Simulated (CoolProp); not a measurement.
Vapour-liquid equilibrium of cyclohexane (1) + n-octane (2) at 438 K; x and y are mole fractions of (1).

Model: multi-fluid Helmholtz-energy mixture model, Zhou 2014 and Beckmüller 2019; pair parameters Bell 2016, in CoolProp.

| x | bubble pressure, mixture model (bar) | bubble pressure, Raoult's law (bar) | y, mixture model | y, Raoult's law |
|---|---|---|---|---|
| 0.05 | 2.896 | 2.921 | … | 0.126 |
| 0.15 | 3.327 | 3.388 | 0.295 | 0.326 |
| 0.25 | 3.771 | 3.856 | 0.441 | 0.477 |
| 0.35 | 4.224 | 4.324 | 0.561 | 0.596 |
| 0.45 | 4.686 | 4.792 | … | 0.692 |
| 0.55 | 5.157 | 5.260 | … | 0.770 |
| 0.65 | 5.634 | 5.728 | … | 0.836 |
| 0.75 | 6.119 | 6.196 | 0.875 | 0.892 |
| 0.85 | 6.611 | 6.663 | 0.929 | 0.940 |
| 0.95 | 7.112 | 7.131 | 0.978 | 0.981 |

### Question
Some entries are withheld; supply them.

### Answer

- 0.05, y, mixture model: 0.110
- 0.45, y, mixture model: 0.659
- 0.55, y, mixture model: 0.742
- 0.65, y, mixture model: 0.814

The largest gap from Raoult's law is -2.3 % in bubble pressure, at x = 0.35. No azeotrope shows between x = 0.05 and 0.95.

The pair parameters rest on a limited set of measurements; away from them the model extrapolates.
